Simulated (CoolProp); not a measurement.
Model: reference Helmholtz-energy equation of state, Lemmon 2006, in CoolProp. It is a short technical equation, of lower accuracy than the large ones.

Problem. For isopentane, give the phase and the Joule-Thomson coefficient (K/MPa), isothermal compressibility (1/MPa), conductivity (mW/(m K)), Prandtl number at 244.9 K and 1.16 MPa.

Solution. 
- 244.9 K and 1.16 MPa: liquid; Joule-Thomson coefficient -0.492, isothermal compressibility 0.00134, conductivity 120, Prandtl number 5.53

Viscosity comes from a separate model (Chung 1988), a generic estimate that can be far off for the liquid and wasn't checked against measurements. Thermal conductivity comes from a separate model (Vassiliou 2015).
